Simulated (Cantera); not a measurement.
An isothermal, constant-pressure homogeneous reactor starts with NH₃ : N₂ = 0.57 : 0.16 (molar parts), at 2350 K and 1.40 bar.

Cantera simulation using the gas-phase N/H chemistry of the illustrative SiF4/NH3 mechanism in the Surface Chemkin manual (1991); the numbers are that mechanism's predictions, not measurements. Walls and surfaces, which speed up NH3 decomposition in real reactors, are not modelled.

x: mole fraction; the columns are a selection and need not sum to one.

```
t (s)        x NH₃     x H₂      x N     x NH₂      x NH
--------  --------  -------  -------  --------  --------
4.00e-6      0.778  0.00124  5.08e-8   0.00225   1.45e-5
1.31e-5      0.769        …        …   0.00525         …
4.29e-5      0.740   0.0308  1.47e-6   0.00553   8.10e-5
0.000141     0.653    0.104  3.99e-6   0.00451   9.77e-5
0.000461     0.452    0.274  7.04e-6   0.00316  0.000104
0.00151      0.168    0.514  8.83e-6   0.00154   8.15e-5
0.00494     0.0115    0.644  9.00e-6  0.000245   3.31e-5
0.0162    0.000176    0.650  1.08e-6   7.38e-6   2.00e-6
0.0530     3.40e-5    0.651  2.10e-7   1.43e-6   3.88e-7
0.174      1.02e-5    0.651  6.33e-8   4.30e-7   1.17e-7
0.569      5.51e-6    0.651  3.42e-8   2.32e-7   6.30e-8
1.86       5.28e-6    0.651  3.28e-8   2.23e-7   6.04e-8
6.11       5.28e-6    0.651  3.28e-8   2.23e-7   6.04e-8
20.0       5.28e-6    0.651  3.28e-8   2.23e-7   6.04e-8
```

Problem. Complete the blanks.

Solution. 
- 1.31e-5, x H₂: 0.00617
- 1.31e-5, x N: 3.65e-7
- 1.31e-5, x NH: 5.72e-5
